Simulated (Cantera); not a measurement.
Input (Python, Cantera) and output of one run.

```python
import numpy as np
import cantera as ct

gas_names = """
    H HNO HNO2 HNO3 HO2 H2 H2O H2O2 N NH NH2 NH3 NH2OH NO NO2 NO3 N2 N2H2 N2H4 N2O O OH O2 O3 Zr ZrN ZrO
    ZrO2
""".split()
cond_names = """
    H2O(s) H2O(L) Zr(a) Zr(b) Zr(L) ZrN(s) ZrN(L) ZrO2(a) ZrO2(b) ZrO2(L)
""".split()


# ... load() reads the species with a 1 bar reference pressure and builds the phases ...
atoms = {
    'ZrO2': {'Zr': 1, 'O': 2},
    'H2': {'H': 2},
    'N2': {'N': 2},
}
top_T = {}  # K; cautious upper limits of use, not melting points


# ... equilibrate(T, P, feed) seeds the gas with the atoms and calls Mixture.equilibrate('TP', solver="vcs", rtol=1e-11, max_steps=5000) ...
results = []
P = 13332.2  # Pa
for T in [1398, 1448, 1498, 1548, 1598, 1648, 1698, 1748, 1798, 1848, 1898, 1948, 1998]:
    for m in [0.34, 0.49, 0.69, 0.99, 1.4, 2, 2.8, 4, 5.7, 8.2, 12, 17]:
        feed = {'ZrO2': 1, 'H2': m, 'N2': 1.7}  # mol
        mix = equilibrate(T, P, feed)
        results.append((T, P, feed, dict(zip(mix.species_names, mix.species_moles))))

for T, P, feed, n in results:
    print(f"{T:7g} {feed['H2']:10.4g}  " + (" + ".join(c for c in cond_names if n.get(c, 0) > 1e-12) or "gas only"))
```

Result:

```
   1398       0.34  ZrN(s) + ZrO2(a)
   1398       0.49  ZrN(s) + ZrO2(a)
   1398       0.69  ZrN(s) + ZrO2(a)
   1398       0.99  ZrN(s) + ZrO2(a)
   1398        1.4  ZrN(s) + ZrO2(a)
   1398          2  ZrN(s) + ZrO2(a)
   1398        2.8  ZrN(s) + ZrO2(a)
   1398          4  ZrN(s) + ZrO2(a)
   1398        5.7  ZrN(s) + ZrO2(a)
   1398        8.2  ZrN(s) + ZrO2(a)
   1398         12  ZrN(s) + ZrO2(a)
   1398         17  ZrN(s) + ZrO2(a)
   1448       0.34  ZrN(s) + ZrO2(a)
   1448       0.49  ZrN(s) + ZrO2(a)
   1448       0.69  ZrN(s) + ZrO2(a)
   1448       0.99  ZrN(s) + ZrO2(a)
   1448        1.4  ZrN(s) + ZrO2(a)
   1448          2  ZrN(s) + ZrO2(a)
   1448        2.8  ZrN(s) + ZrO2(a)
   1448          4  ZrN(s) + ZrO2(a)
   1448        5.7  ZrN(s) + ZrO2(a)
   1448        8.2  ZrN(s) + ZrO2(a)
   1448         12  ZrN(s) + ZrO2(a)
   1448         17  ZrN(s) + ZrO2(a)
   1498       0.34  ZrN(s) + ZrO2(b)
   1498       0.49  ZrN(s) + ZrO2(b)
   1498       0.69  ZrN(s) + ZrO2(b)
   1498       0.99  ZrN(s) + ZrO2(b)
   1498        1.4  ZrN(s) + ZrO2(b)
   1498          2  ZrN(s) + ZrO2(b)
   1498        2.8  ZrN(s) + ZrO2(b)
   1498          4  ZrN(s) + ZrO2(b)
   1498        5.7  ZrN(s) + ZrO2(b)
   1498        8.2  ZrN(s) + ZrO2(b)
   1498         12  ZrN(s) + ZrO2(b)
   1498         17  ZrN(s) + ZrO2(b)
   1548       0.34  ZrN(s) + ZrO2(b)
   1548       0.49  ZrN(s) + ZrO2(b)
   1548       0.69  ZrN(s) + ZrO2(b)
   1548       0.99  ZrN(s) + ZrO2(b)
   1548        1.4  ZrN(s) + ZrO2(b)
   1548          2  ZrN(s) + ZrO2(b)
   1548        2.8  ZrN(s) + ZrO2(b)
   1548          4  ZrN(s) + ZrO2(b)
   1548        5.7  ZrN(s) + ZrO2(b)
   1548        8.2  ZrN(s) + ZrO2(b)
   1548         12  ZrN(s) + ZrO2(b)
   1548         17  ZrN(s) + ZrO2(b)
   1598       0.34  ZrN(s) + ZrO2(b)
   1598       0.49  ZrN(s) + ZrO2(b)
   1598       0.69  ZrN(s) + ZrO2(b)
   1598       0.99  ZrN(s) + ZrO2(b)
   1598        1.4  ZrN(s) + ZrO2(b)
   1598          2  ZrN(s) + ZrO2(b)
   1598        2.8  ZrN(s) + ZrO2(b)
   1598          4  ZrN(s) + ZrO2(b)
   1598        5.7  ZrN(s) + ZrO2(b)
   1598        8.2  ZrN(s) + ZrO2(b)
   1598         12  ZrN(s) + ZrO2(b)
   1598         17  ZrN(s) + ZrO2(b)
   1648       0.34  ZrN(s) + ZrO2(b)
   1648       0.49  ZrN(s) + ZrO2(b)
   1648       0.69  ZrN(s) + ZrO2(b)
   1648       0.99  ZrN(s) + ZrO2(b)
   1648        1.4  ZrN(s) + ZrO2(b)
   1648          2  ZrN(s) + ZrO2(b)
   1648        2.8  ZrN(s) + ZrO2(b)
   1648          4  ZrN(s) + ZrO2(b)
   1648        5.7  ZrN(s) + ZrO2(b)
   1648        8.2  ZrN(s) + ZrO2(b)
   1648         12  ZrN(s) + ZrO2(b)
   1648         17  ZrN(s) + ZrO2(b)
   1698       0.34  ZrN(s) + ZrO2(b)
   1698       0.49  ZrN(s) + ZrO2(b)
   1698       0.69  ZrN(s) + ZrO2(b)
   1698       0.99  ZrN(s) + ZrO2(b)
   1698        1.4  ZrN(s) + ZrO2(b)
   1698          2  ZrN(s) + ZrO2(b)
   1698        2.8  ZrN(s) + ZrO2(b)
   1698          4  ZrN(s) + ZrO2(b)
   1698        5.7  ZrN(s) + ZrO2(b)
   1698        8.2  ZrN(s) + ZrO2(b)
   1698         12  ZrN(s) + ZrO2(b)
   1698         17  ZrN(s) + ZrO2(b)
   1748       0.34  ZrN(s) + ZrO2(b)
   1748       0.49  ZrN(s) + ZrO2(b)
   1748       0.69  ZrN(s) + ZrO2(b)
   1748       0.99  ZrN(s) + ZrO2(b)
   1748        1.4  ZrN(s) + ZrO2(b)
   1748          2  ZrN(s) + ZrO2(b)
   1748        2.8  ZrN(s) + ZrO2(b)
   1748          4  ZrN(s) + ZrO2(b)
   1748        5.7  ZrN(s) + ZrO2(b)
   1748        8.2  ZrN(s) + ZrO2(b)
   1748         12  ZrN(s) + ZrO2(b)
   1748         17  ZrN(s) + ZrO2(b)
   1798       0.34  ZrN(s) + ZrO2(b)
   1798       0.49  ZrN(s) + ZrO2(b)
   1798       0.69  ZrN(s) + ZrO2(b)
   1798       0.99  ZrN(s) + ZrO2(b)
   1798        1.4  ZrN(s) + ZrO2(b)
   1798          2  ZrN(s) + ZrO2(b)
   1798        2.8  ZrN(s) + ZrO2(b)
   1798          4  ZrN(s) + ZrO2(b)
   1798        5.7  ZrN(s) + ZrO2(b)
   1798        8.2  ZrN(s) + ZrO2(b)
   1798         12  ZrN(s) + ZrO2(b)
   1798         17  ZrN(s) + ZrO2(b)
   1848       0.34  ZrN(s) + ZrO2(b)
   1848       0.49  ZrN(s) + ZrO2(b)
   1848       0.69  ZrN(s) + ZrO2(b)
   1848       0.99  ZrN(s) + ZrO2(b)
   1848        1.4  ZrN(s) + ZrO2(b)
   1848          2  ZrN(s) + ZrO2(b)
   1848        2.8  ZrN(s) + ZrO2(b)
   1848          4  ZrN(s) + ZrO2(b)
   1848        5.7  ZrN(s) + ZrO2(b)
   1848        8.2  ZrN(s) + ZrO2(b)
   1848         12  ZrN(s) + ZrO2(b)
   1848         17  ZrN(s) + ZrO2(b)
   1898       0.34  ZrN(s) + ZrO2(b)
   1898       0.49  ZrN(s) + ZrO2(b)
   1898       0.69  ZrN(s) + ZrO2(b)
   1898       0.99  ZrN(s) + ZrO2(b)
   1898        1.4  ZrN(s) + ZrO2(b)
   1898          2  ZrN(s) + ZrO2(b)
   1898        2.8  ZrN(s) + ZrO2(b)
   1898          4  ZrN(s) + ZrO2(b)
   1898        5.7  ZrN(s) + ZrO2(b)
   1898        8.2  ZrN(s) + ZrO2(b)
   1898         12  ZrN(s) + ZrO2(b)
   1898         17  ZrN(s) + ZrO2(b)
   1948       0.34  ZrN(s) + ZrO2(b)
   1948       0.49  ZrN(s) + ZrO2(b)
   1948       0.69  ZrN(s) + ZrO2(b)
   1948       0.99  ZrN(s) + ZrO2(b)
   1948        1.4  ZrN(s) + ZrO2(b)
   1948          2  ZrN(s) + ZrO2(b)
   1948        2.8  ZrN(s) + ZrO2(b)
   1948          4  ZrN(s) + ZrO2(b)
   1948        5.7  ZrN(s) + ZrO2(b)
   1948        8.2  ZrN(s) + ZrO2(b)
   1948         12  ZrN(s) + ZrO2(b)
   1948         17  ZrN(s) + ZrO2(b)
   1998       0.34  ZrN(s) + ZrO2(b)
   1998       0.49  ZrN(s) + ZrO2(b)
   1998       0.69  ZrN(s) + ZrO2(b)
   1998       0.99  ZrN(s) + ZrO2(b)
   1998        1.4  ZrN(s) + ZrO2(b)
   1998          2  ZrN(s) + ZrO2(b)
   1998        2.8  ZrN(s) + ZrO2(b)
   1998          4  ZrN(s) + ZrO2(b)
   1998        5.7  ZrN(s) + ZrO2(b)
   1998        8.2  ZrN(s) + ZrO2(b)
   1998         12  ZrN(s) + ZrO2(b)
   1998         17  ZrN(s) + ZrO2(b)
```

These are equilibrium values from Cantera (NASA tables, ideal gas, pure condensed phases), not measurements of a reactor. Mutual solubility and eutectic melting of coexisting phases are not modelled. ZrN: taken at fixed stoichiometry. Condensed phases not in the tables: solid solutions among these carbides, nitrides and lower oxides.
